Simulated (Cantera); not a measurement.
Feed: 1 mol Al(CH₃)₃, 0.72 mol O₂, 37 mol N₂, 3.9 mol H₂O, equilibrated at 0.133 bar.

Equilibrium computed with Cantera from the NASA thermochemical tables; the gas is ideal and each condensed phase is pure. Candidate condensed phases: Al, AlN, Al₂O₃, C, C₆H₆, C₇H₈, C₈H₁₈, H₂O; 148 gas species. The feed counts by its element totals alone. Equilibrium is a limit: real reactors are often held back by kinetics, nucleation or transport. All values below are at 1348 K.

Base state: N₂ 0.764, H₂ 0.159, CO 0.0592, H₂O 0.0146, CO₂ 0.00277 (mole fractions); condensed: Al₂O₃(s).

Task: What changes in the equilibrium state with this change: Al(CH₃)₃ replaced by Al?

Result: 
```
species         before    after
-------------  -------  -------
N₂               0.764    0.905
H₂O             0.0146   0.0939
H₂               0.159  0.00147
CO              0.0592        0
CO₂            0.00277        0
Al₂O₃(s), mol    0.500    0.500
```
Gases not in the tables: Al(OH)₃.
